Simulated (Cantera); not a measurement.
Input: 1 mol SiHCl3, 4 mol N2, 0.31 mol NH3, held at 2023.15 K and 1.00 bar.

These are equilibrium values from Cantera (NASA tables, ideal gas, pure condensed phases), not measurements of a reactor. Candidate condensed phases: NH4Cl, Si, Si3N4; 28 gas species. The tables' values for SiCl3, SiCl are old estimates; treat these amounts as uncertain. Kinetics and transport are ignored.

**Question.** What is the equilibrium state?

**Answer.** 
* **x(N2)**: 0.633
* **x(SiCl2)**: 0.136
* **x(HCl)**: 0.135
* **x(H2)**: 0.0792
* **x(SiCl3)**: 0.0138
* **x(SiCl4)**: 0.00155
* **x(Cl)**: 0.000675
* **x(H)**: 0.000535
* **x(SiHCl3)**: 0.000373
* **gas amount**: 6.567 mol
* **log10 activity of Si(l) (absent)**: -0.59
